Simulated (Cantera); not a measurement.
Input: 1 mol TEOS, 5.1 mol N2O, 140 mol N2, at 0.100 bar.

Method: chemical equilibrium by Gibbs-energy minimisation in Cantera with the NASA 1993 tables (ideal gas, pure condensed phases). Candidate condensed phases: C, C6H6, C7H8, C8H18, H2O, Si, SiC, SiO2, Si2N2O, Si3N4; 151 gas species. The feed counts by its element totals alone. Mutual solubility and eutectic melting of coexisting phases are not modelled. The tables hold silica as quartz up to 1696 K and as liquid above; real silica turns to tridymite and cristobalite and melts near 1996 K. Kinetics and transport are ignored. All values below are at 1352 °C.

Base state: N2 0.888, H2 0.0613, CO 0.0491, SiO 0.00109, H 5.52e-5, H2O 2.69e-5 (mole fractions); condensed: SiO2(β-quartz) + Si2N2O(s).

Problem. What changes in the equilibrium state with this change: TEOS replaced by SiH2Cl2?

Solution. 
| species | before | after |
|---|---|---|
| N2 | 0.888 | 0.975 |
| HCl | 0 | 0.0105 |
| O2 | <1e-9 | 0.00942 |
| H2 | 0.0613 | 4.22e-7 |
| CO | 0.0491 | 0 |
| SiO | 0.00109 | <1e-9 |
| Cl | 0 | 0.00284 |
| NO | <1e-9 | 0.000507 |
| SiO2(β-quartz), mol | 0.338 | 1.00 |
| Si2N2O(s), mol | 0.242 | 0 |
Further candidate phases: NH4Cl.
